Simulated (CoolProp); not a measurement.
Vapour-liquid equilibrium of isopentane (1) + R365MFC (2) at 147.75 °C; x and y are mole fractions of (1).

Computed with CoolProp (multi-fluid Helmholtz-energy mixture model, Lemmon 2006 and Lemmon 2016; pair parameters Bell 2016).

```csv
x,bubble pressure (MPa),y at the bubble point,dew pressure at overall composition x (MPa),liquid density (mol/L)
0.05,1.727,0.083,1.685,6.071
0.2,1.973,0.270,1.881,5.864
0.35,2.127,0.405,2.070,5.696
0.5,2.202,0.520,2.194,5.612
0.65,2.200,0.630,2.192,5.658
0.8,2.113,0.752,2.061,5.837
0.95,1.906,0.921,1.866,6.112
```

y crosses x between x = 0.5 and 0.65: the model has an azeotrope there.

Pair parameters are fitted to limited data, so mixtures are less certain than the pure fluids.
